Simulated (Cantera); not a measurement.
Charge: 1 mol SiCl₄, 1.5 mol Cl₂, a varied amount of H₂, at 1325 K and 0.100 bar.

Cantera equilibrium calculation (NASA polynomials, part measured and part estimated; ideal gas, pure solids and liquids). Candidate condensed phases: Si; 19 gas species. Rates play no part.

### Question
At 0.76 mol H₂, list the 4 most abundant gas species with their mole fractions, and the condensed phases.

### Answer
HCl 0.461, SiCl₄ 0.303, Cl₂ 0.213, Cl 0.0225. Condensed: gas only.
